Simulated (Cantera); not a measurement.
Cantera run:

```python
import numpy as np
import cantera as ct

gas_names = """
    Fe FeO Fe(OH)2 H HNO HNO2 HNO3 HO2 H2 H2O H2O2 N NH NH2 NH3 NH2OH NO NO2 NO3 N2 N2H2 N2H4 N2O O OH
    O2 O3
""".split()
cond_names = """
    Fe(a) Fe(c) Fe(d) Fe(L) FeO(s) FeO(L) Fe(OH)2(s) Fe(OH)3(s) Fe2O3(s) Fe3O4(s) H2O(s) H2O(L)
""".split()


# ... load() reads the species with a 1 bar reference pressure and builds the phases ...
atoms = {
    'Fe': {'Fe': 1},
    'H2O': {'H': 2, 'O': 1},
    'N2': {'N': 2},
}
top_T = {'Fe2O3(s)': 1830, 'Fe3O4(s)': 1870}  # K; cautious upper limits of use, not melting points


# ... equilibrate(T, P, feed) seeds the gas with the atoms and calls Mixture.equilibrate('TP', solver="vcs", rtol=1e-11, max_steps=5000) ...
results = []
feed = {'Fe': 1, 'H2O': 25, 'N2': 230}  # mol
P = 101325  # Pa
for T in [648, 723, 798, 873, 948, 1023, 1098, 1173, 1248, 1323, 1398, 1473, 1548]:
    mix = equilibrate(T, P, feed)
    results.append((T, P, feed, dict(zip(mix.species_names, mix.species_moles))))

top = {s: max(r[3][s] / sum(r[3][g] for g in gas_names) for r in results) for s in gas_names}
cols = sorted((s for s in top if top[s] > 1e-06), key=lambda s: -top[s])[:7]
seen = [c for c in cond_names if any(r[3].get(c, 0) > 1e-12 for r in results)]
print("log10 of partial pressures in bar; condensed amounts in mol")
print(f"{'T/K':>10s}" + "".join(f"{s[:9]:>10s}" for s in cols + seen))
for T, P, feed, n in results:
    ng = sum(n[g] for g in gas_names)
    print(f"{T:10.4g}" + "".join(f"{np.log10(max(n[s] / ng * P / 1e5, 1e-99)):10.3f}" for s in cols)
          + "".join(f"{n.get(c, 0):10.4g}" for c in seen))
```

Result:

```
log10 of partial pressures in bar; condensed amounts in mol
       T/K        N2       H2O        H2       NH3   Fe(OH)2         H        OH    FeO(s)  Fe3O4(s)
       648    -0.039    -1.027    -2.277    -5.149   -14.611   -16.055   -19.284         0    0.3333
       723    -0.039    -1.027    -2.276    -5.588   -12.948   -14.212   -16.904         0    0.3333
       798    -0.039    -1.027    -2.276    -5.949   -11.608   -12.712   -14.968         0    0.3333
       873    -0.039    -1.027    -2.276    -6.253   -10.507   -11.468   -13.362         0    0.3333
       948    -0.039    -1.027    -2.276    -6.511    -9.586   -10.418   -12.008         0    0.3333
      1023    -0.039    -1.027    -2.276    -6.733    -8.803    -9.521   -10.852         0    0.3333
      1098    -0.039    -1.026    -2.286    -6.941    -8.132    -8.750    -9.846   0.08969    0.3034
      1173    -0.039    -1.021    -2.389    -7.266    -7.577    -8.123    -8.917    0.9191   0.02695
      1248    -0.039    -1.021    -2.401    -7.433    -7.093    -7.531    -8.142         1         0
      1323    -0.039    -1.021    -2.401    -7.566    -6.665    -7.000    -7.460    0.9999         0
      1398    -0.039    -1.021    -2.401    -7.686    -6.284    -6.525    -6.850    0.9999         0
      1473    -0.039    -1.021    -2.401    -7.793    -5.943    -6.098    -6.303    0.9997         0
      1548    -0.039    -1.021    -2.401    -7.890    -5.636    -5.712    -5.808    0.9994         0
```

Equilibrium computed with Cantera from the NASA thermochemical tables; the gas is ideal and each condensed phase is pure. Mutual solubility and eutectic melting of coexisting phases are not modelled. The tables' stoichiometric FeO is somewhat more stable than real wüstite, so its field is too wide. FeO: taken at fixed stoichiometry.
